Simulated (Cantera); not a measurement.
Charge: 1 mol ZrO2, 3.6 mol H2, 0.049 mol H2O, equilibrated at 0.280 bar.

These are equilibrium values from Cantera (NASA tables, ideal gas, pure condensed phases), not measurements of a reactor. Candidate condensed phases: H2O, Zr, ZrO2; 12 gas species. Kinetics and transport are ignored.

Question: Which condensed phases are stable at each of these points (T (K)): 1300, 1400, 1500, 1600, 1700, 1800, 1900, 2000, 2100, 2200?

Answer: 
| T (K) | condensed phases | Zr condensed (%) |
|---|---|---|
| 1300 | ZrO2(monoclinic) | 100.0 |
| 1400 | ZrO2(monoclinic) | 100.0 |
| 1500 | ZrO2(tetragonal) | 100.0 |
| 1600 | ZrO2(tetragonal) | 100.0 |
| 1700 | ZrO2(tetragonal) | 100.0 |
| 1800 | ZrO2(tetragonal) | 100.0 |
| 1900 | ZrO2(tetragonal) | 100.0 |
| 2000 | ZrO2(tetragonal) | 100.0 |
| 2100 | ZrO2(tetragonal) | 100.0 |
| 2200 | ZrO2(tetragonal) | 100.0 |

From 1300 K to 1400 K the condensed part is ZrO2(monoclinic). From 1500 K to 2200 K the condensed part is ZrO2(tetragonal).
